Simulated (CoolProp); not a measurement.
A Linde-Hampson liquefier for ethane: isothermal reversible compression at 320 K from 1 atm to 5 MPa, throttling to 1 atm, return gas leaving the recuperator 2 K below the feed. Each further row changes one setting.

Values from CoolProp's reference Helmholtz-energy equation of state, Bücker 2006.

| case | liquid yield per pass | compression work (kJ/kg of gas) |
|---|---|---|
| as stated | … | 315 |
| high pressure 10 MPa | … | … |
| warm-end temperature 350 K | … | … |
| warm-end gap 7 K | 0.160 | 315 |

### Question
Some entries are withheld; supply them.

### Answer

- as stated, liquid yield per pass: 0.171
- high pressure 10 MPa, liquid yield per pass: 0.430
- high pressure 10 MPa, compression work (kJ/kg of gas): 338
- warm-end temperature 350 K, liquid yield per pass: 0.108
- warm-end temperature 350 K, compression work (kJ/kg of gas): 354
